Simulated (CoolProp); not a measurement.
Ethylene along the isobar 2.36 MPa: fugacity coefficient from the reference equation and from simpler models built on Tc = 9.2 °C, pc = 5.042 MPa, ω = 0.087; each cubic takes its own stable root.

Model: reference Helmholtz-energy equation of state, Smukala 2000, in CoolProp.

```csv
T (°C),phase,reference,van der Waals,Peng-Robinson
-155.15,liquid,0.0004955,0.01830,0.0005665
-148.35,liquid,0.001155,[?],[?]
-141.55,liquid,0.002438,0.04077,0.002636
-134.65,liquid,0.004776,0.05755,0.005062
-127.85,liquid,0.008623,0.07818,0.008999
-121.05,liquid,0.01464,0.1032,[?]
-114.25,liquid,0.02358,0.1329,[?]
-107.45,liquid,[?],0.1675,0.03676
-100.65,liquid,[?],[?],0.05399
-93.75,liquid,0.07669,0.2521,0.07700
-86.95,liquid,0.1059,0.3014,[?]
-80.15,liquid,0.1421,0.3554,0.1419
-73.35,liquid,0.1861,0.4139,0.1855
```

Q: Fill in the missing entries.

A: 
- -148.35, van der Waals: 0.02793
- -148.35, Peng-Robinson: 0.001280
- -121.05, Peng-Robinson: 0.01510
- -114.25, Peng-Robinson: 0.02408
- -107.45, reference: 0.03626
- -100.65, reference: 0.05354
- -100.65, van der Waals: 0.2070
- -86.95, Peng-Robinson: 0.1060
